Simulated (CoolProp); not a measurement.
A closed Brayton cycle with nitrogen: compressor inlet 315.15 K and 3.6 MPa, high pressure 8.97 MPa, turbine inlet 770 K, compressor efficiency 0.8, turbine efficiency 0.93, recuperator effectiveness 0.8 (on enthalpy, no pinch check). Each further row changes one setting.

Computed with CoolProp (reference Helmholtz-energy equation of state, Span 2000).

```
case                           thermal efficiency (%)  net work (kJ/kg)  compressor to turbine work  compressor exit (K)  turbine exit (K)
-----------------------------  ----------------------  ----------------  --------------------------  -------------------  ----------------
as stated                                         ___              52.1                        0.70                433.4             612.5
turbine inlet 720 K                              20.5              40.5                        0.75                433.4               ___
compressor inlet 325.15 K                        22.3              48.0                         ___                  ___             612.5
high pressure 7.62 MPa                            ___               ___                        0.67                  ___               ___
recuperator effectiveness 0.5                    18.9              52.1                        0.70                433.4             612.5
```

Q: Some entries are withheld; supply them.

A: 
- as stated, thermal efficiency (%): 23.9
- turbine inlet 720 K, turbine exit (K): 571.4
- compressor inlet 325.15 K, compressor to turbine work: 0.73
- compressor inlet 325.15 K, compressor exit (K): 447.0
- high pressure 7.62 MPa, thermal efficiency (%): 24.2
- high pressure 7.62 MPa, net work (kJ/kg): 48.4
- high pressure 7.62 MPa, compressor exit (K): 409.9
- high pressure 7.62 MPa, turbine exit (K): 638.3
